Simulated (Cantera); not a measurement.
**Silicon nitride deposition: SiH2Cl2 + NH3 + N2**

Feed: 1 mol SiH2Cl2, 0.17 mol NH3, a varied amount of N2, at 952 °C and 9.90 Pa.

These are equilibrium values from Cantera (NASA tables, ideal gas, pure condensed phases), not measurements of a reactor. Candidate condensed phases: NH4Cl, Si, Si3N4; 28 gas species. The tables' values for SiCl3 are old estimates; treat these amounts as uncertain. Equilibrium is a limit: real reactors are often held back by kinetics, nucleation or transport.

| n(N2) (mol) | x N2 | x HCl | x H2 | x SiCl2 | x SiCl4 | x SiCl3 | n Si3N4(s) |
|---|---|---|---|---|---|---|---|
| 12 | 0.838 | 0.118 | 0.0321 | 0.00868 | 0.00146 | 0.00127 | 0.281 |
| 16 | 0.874 | 0.0927 | 0.0244 | 0.00680 | 0.000921 | 0.000890 | 0.282 |
| 21 | 0.902 | 0.0729 | 0.0187 | 0.00537 | 0.000586 | 0.000631 | 0.283 |
| 26 | 0.919 | 0.0601 | 0.0152 | 0.00444 | 0.000406 | 0.000478 | 0.284 |
| 30 | 0.929 | 0.0527 | 0.0132 | 0.00391 | 0.000316 | 0.000395 | 0.284 |
| 35 | 0.939 | 0.0457 | 0.0113 | 0.00340 | 0.000241 | 0.000322 | 0.285 |
| 39 | 0.945 | 0.0413 | 0.0102 | 0.00308 | 0.000198 | 0.000278 | 0.285 |
| 44 | 0.951 | 0.0368 | 0.00900 | 0.00275 | 0.000159 | 0.000236 | 0.285 |
| 48 | 0.955 | 0.0339 | 0.00825 | 0.00254 | 0.000136 | 0.000209 | 0.285 |
x: gas mole fraction; n: condensed amount in mol.

From 12 mol N2 to 48 mol N2 the condensed part is Si3N4(s). The main Si-bearing gas is SiCl2 throughout.
